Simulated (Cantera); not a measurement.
Charge: 1 mol Si3N4, 1.6 mol N2O, 4.5 mol N2, 0.16 mol CO2, held at 1448.15 K and 3.80 Pa.

Method: chemical equilibrium by Gibbs-energy minimisation in Cantera with the NASA 1993 tables (ideal gas, pure condensed phases). Candidate condensed phases: C, Si, SiC, SiO2, Si2N2O, Si3N4; 34 gas species. Equilibrium is a limit: real reactors are often held back by kinetics, nucleation or transport.

Base state: N2 0.910, SiO 0.0690, CO 0.0212 (mole fractions); condensed: Si2N2O(s).

Task: What changes in the equilibrium state with this change: pressure from 3.80 Pa to 8.00 bar?

Result: 
| species | before | after |
|---|---|---|
| N2 | 0.910 | 0.977 |
| CO | 0.0212 | 0.0234 |
| CO2 | 5.27e-9 | 1.34e-5 |
| SiO | 0.0690 | 3.32e-8 |
| Si2N2O(s), mol | 1.24 | 1.41 |
| SiO2(β-quartz), mol | 0 | 0.173 |
Mutual solubility and eutectic melting of coexisting phases are not modelled. The tables hold silica as quartz up to 1696 K and as liquid above; real silica turns to tridymite and cristobalite and melts near 1996 K.
